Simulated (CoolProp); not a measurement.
Vapour-liquid equilibrium of hydrogen chloride (1) + propane (2) at 3.27 bar; x and y are mole fractions of (1).

Computed with CoolProp (multi-fluid Helmholtz-energy mixture model, Thol 2018 and Lemmon 2009; pair parameters Bell 2016).

| x | bubble temperature (K) | y at the bubble point | dew temperature at overall composition x (K) | liquid density (mol/L) |
|---|---|---|---|---|
| 0.05 | 248.6 | 0.376 | 260.0 | 13.05 |
| 0.125 | 235.5 | 0.646 | 257.6 | 14.01 |
| 0.2 | 227.6 | 0.763 | 255.1 | 14.91 |
| 0.275 | 222.9 | 0.820 | 252.5 | 15.80 |
| 0.35 | 219.9 | 0.852 | 249.7 | 16.71 |
| 0.425 | 218.0 | 0.871 | 246.6 | 17.69 |
| 0.5 | 216.7 | 0.885 | 243.2 | 18.76 |
| 0.575 | 215.8 | 0.895 | 239.5 | 19.95 |
| 0.65 | 215.0 | 0.905 | 235.3 | 21.29 |
| 0.725 | 214.3 | 0.915 | 230.4 | 22.82 |
| 0.8 | 213.6 | 0.928 | 224.6 | 24.58 |
| 0.875 | 212.9 | 0.946 | 217.6 | 26.62 |
| 0.95 | 212.1 | 0.973 | 212.8 | 29.02 |

No azeotrope shows between x = 0.05 and 0.95.

The pair parameters rest on a limited set of measurements; away from them the model extrapolates. With so large a gap from Raoult's law the liquid may split in two, which this calculation doesn't test in full.
